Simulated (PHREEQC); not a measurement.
# Nickel, zinc or cadmium bath (model solution)

Consider water at 85 °C with 0.0032 mol CdCl2, 0.0052 mol Na2SO4 and 0.00014 mol H2SO4 per kg of water. Closed to the air; pH follows from the charge balance.

All values are PHREEQC results (ion-association model, wateq4f.dat), not measurements.

Each row changes one thing in this solution. This is a speciation only: nothing precipitates in the calculation.

```json
[
 {"case": "as made", "pH": "3.92", "ionic strength (mol/kgw)": "0.0204", "SO4-2 (mol/kgw)": "0.00417", "NaSO4- (mol/kgw)": "0.000158", "HSO4- (mol/kgw)": "0.000144", "SI of Mirabilite (Na2SO4:10H2O)": "-7.98"},
 {"case": "CdCl2 left out", "pH": "3.98", "ionic strength (mol/kgw)": "0.0153", "SO4-2 (mol/kgw)": "0.00498", "NaSO4- (mol/kgw)": "0.000201", "HSO4- (mol/kgw)": "0.000161", "SI of Mirabilite (Na2SO4:10H2O)": "…"},
 {"case": "6.2e-05 mol/kgw H3PO4 added", "pH": "3.84", "ionic strength (mol/kgw)": "0.0204", "SO4-2 (mol/kgw)": "0.00414", "NaSO4- (mol/kgw)": "0.000157", "HSO4- (mol/kgw)": "0.000175", "SI of Mirabilite (Na2SO4:10H2O)": "-7.98"},
 {"case": "CdCl2 from 0.0032 to 0.016 mol/kgw", "pH": "…", "ionic strength (mol/kgw)": "0.0404", "SO4-2 (mol/kgw)": "0.00338", "NaSO4- (mol/kgw)": "0.000107", "HSO4- (mol/kgw)": "0.000118", "SI of Mirabilite (Na2SO4:10H2O)": "…"},
 {"case": "0.00064 mol/kgw CO2 added", "pH": "3.92", "ionic strength (mol/kgw)": "0.0204", "SO4-2 (mol/kgw)": "0.00417", "NaSO4- (mol/kgw)": "0.000158", "HSO4- (mol/kgw)": "0.000146", "SI of Mirabilite (Na2SO4:10H2O)": "-7.98"},
 {"case": "diluted 5-fold with water", "pH": "4.40", "ionic strength (mol/kgw)": "0.00459", "SO4-2 (mol/kgw)": "0.000948", "NaSO4- (mol/kgw)": "9.75e-6", "HSO4- (mol/kgw)": "1.35e-5", "SI of Mirabilite (Na2SO4:10H2O)": "-9.82"},
 {"case": "CdCl2 replaced by MgCl2 at the same molality", "pH": "…", "ionic strength (mol/kgw)": "0.0189", "SO4-2 (mol/kgw)": "0.00353", "NaSO4- (mol/kgw)": "0.000137", "HSO4- (mol/kgw)": "0.000134", "SI of Mirabilite (Na2SO4:10H2O)": "…"},
 {"case": "5.9e-05 mol/kgw HF added", "pH": "3.87", "ionic strength (mol/kgw)": "0.0204", "SO4-2 (mol/kgw)": "0.00415", "NaSO4- (mol/kgw)": "0.000158", "HSO4- (mol/kgw)": "0.000163", "SI of Mirabilite (Na2SO4:10H2O)": "-7.98"}
]
```

Task: What belongs in the gaps?

Result: 
- CdCl2 left out, SI of Mirabilite (Na2SO4:10H2O): -7.86
- CdCl2 from 0.0032 to 0.016 mol/kgw, pH: 3.86
- CdCl2 from 0.0032 to 0.016 mol/kgw, SI of Mirabilite (Na2SO4:10H2O): -8.19
- CdCl2 replaced by MgCl2 at the same molality, pH: 3.89
- CdCl2 replaced by MgCl2 at the same molality, SI of Mirabilite (Na2SO4:10H2O): -8.04

Species that the database lacks are ignored. H3PO4, which wateq4f.dat lacks, is added to it with the constant of phreeqc.dat. Away from 25 °C the constants follow the database's enthalpies or fits; those with neither stay at their 25 °C values. The database has no phosphate complexes of Cd.
